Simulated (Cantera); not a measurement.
# Gas activation for diamond growth

An isothermal, constant-pressure homogeneous reactor starts with 3.84 % CH₄, 95.9 % H₂, 0.240 % CO₂, at 1950 K and 20.0 Torr.

Model: GRI-Mech 3.0 (53 species, 325 reactions), integrated in Cantera. GRI-Mech 3.0 stops at C3 and has no aromatics, soot or wall deposition, so with more carbon than oxygen in the feed, carbon stays in small species such as C2H2 where larger ones or solid carbon would form. Radical loss at walls, strong at low pressure, is not modelled.

```
t (s)        x CH₄   x H₂     x CO₂     x HCO      x CO    x CH₂O
--------  --------  -----  --------  --------  --------  --------
0.000100    0.0383  0.959   0.00240    <1e-12   2.41e-7  3.36e-11
0.000398    0.0382  0.959   0.00239  9.36e-12   3.86e-6   1.83e-9
0.00158     0.0375  0.958   0.00234  5.62e-10   6.06e-5   2.83e-8
0.00631     0.0330  0.957   0.00163   4.85e-9  0.000756   7.72e-8
0.0251      0.0162  0.963  0.000109   3.10e-9   0.00228   3.51e-8
0.100      0.00385  0.969   1.24e-6   1.21e-9   0.00250   1.03e-8
0.398     0.000809  0.970   1.13e-6  4.53e-10   0.00299   2.08e-9
1.58      0.000342  0.971   5.18e-7  3.36e-10   0.00405  3.50e-10
6.31       9.35e-5  0.971   8.63e-9  3.41e-10   0.00458  4.98e-11
25.1       6.92e-5  0.971  3.19e-12  3.41e-10   0.00459  4.86e-11
100        6.92e-5  0.971  3.19e-12  3.41e-10   0.00459  4.86e-11
```
x: mole fraction; the columns are a selection and need not sum to one.

Equilibrium at this temperature and pressure: CH₄ 6.92e-5, H₂ 0.971, CO₂ 3.20e-12, HCO 3.41e-10, CO 0.00459, CH₂O 4.86e-11 (gas phase only).
